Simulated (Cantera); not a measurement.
Input (Python, Cantera) and output of one run.

```python
import numpy as np
import cantera as ct

gas_names = [...]  # 95 gases of nasa_gas.yaml made of C, F, H
cond_names = """
    C(gr) C6H6(L) C7H8(L) C8H18(L),n-octa
""".split()


# ... load() reads the species with a 1 bar reference pressure and builds the phases ...
atoms = {
    'CHF3': {'C': 1, 'H': 1, 'F': 3},
    'H2': {'H': 2},
    'F2': {'F': 2},
}
top_T = {'C(gr)': 4500}  # K; cautious upper limits of use, not melting points


# ... equilibrate(T, P, feed) seeds the gas with the atoms and calls Mixture.equilibrate('TP', solver="vcs", rtol=1e-11, max_steps=5000) ...
results = []
feed = {'CHF3': 1, 'H2': 0.22, 'F2': 2}  # mol
P = 9600  # Pa
for T in [925, 1125, 1325, 1525, 1725, 1925, 2125, 2325]:
    mix = equilibrate(T, P, feed)
    results.append((T, P, feed, dict(zip(mix.species_names, mix.species_moles))))

top = {s: max(r[3][s] / sum(r[3][g] for g in gas_names) for r in results) for s in gas_names}
cols = sorted((s for s in top if top[s] > 1e-05), key=lambda s: -top[s])[:9]
seen = [c for c in cond_names if any(r[3].get(c, 0) > 1e-12 for r in results)]
print("log10 of partial pressures in bar; condensed amounts in mol")
print(f"{'T/K':>10s}" + "".join(f"{s[:9]:>10s}" for s in cols + seen))
for T, P, feed, n in results:
    ng = sum(n[g] for g in gas_names)
    print(f"{T:10.4g}" + "".join(f"{np.log10(max(n[s] / ng * P / 1e5, 1e-99)):10.3f}" for s in cols)
          + "".join(f"{n.get(c, 0):10.4g}" for c in seen))
```

It prints:

```
log10 of partial pressures in bar; condensed amounts in mol
       T/K        HF         F       CF4        F2       CF2       CF3
       925    -1.381    -2.212    -1.540    -1.711   -32.675   -21.312
      1125    -1.429    -1.594    -1.587    -2.129   -24.782   -16.514
      1325    -1.457    -1.446    -1.615    -2.996   -18.701   -12.878
      1525    -1.461    -1.429    -1.619    -3.825   -14.019   -10.088
      1725    -1.461    -1.427    -1.620    -4.486   -10.402    -7.934
      1925    -1.461    -1.427    -1.620    -5.014    -7.539    -6.229
      2125    -1.462    -1.427    -1.620    -5.444    -5.217    -4.846
      2325    -1.467    -1.419    -1.637    -5.787    -3.330    -3.726
```

These are equilibrium values from Cantera (NASA tables, ideal gas, pure condensed phases), not measurements of a reactor. Gases not in the tables: C2F6 and larger saturated fluorocarbons.
